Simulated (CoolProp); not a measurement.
The numbers come from the reference Helmholtz-energy equation of state, Smukala 2000 in CoolProp.

Problem. For ethylene, give the phase and the density (kg/m³), isothermal compressibility (1/MPa) at -124.45 °C and 0.0797 MPa; -124.45 °C and 1.42 MPa.

Solution. 
- -124.45 °C and 0.0797 MPa: liquid; density 596, isothermal compressibility 0.00132
- -124.45 °C and 1.42 MPa: liquid; density 597, isothermal compressibility 0.00130
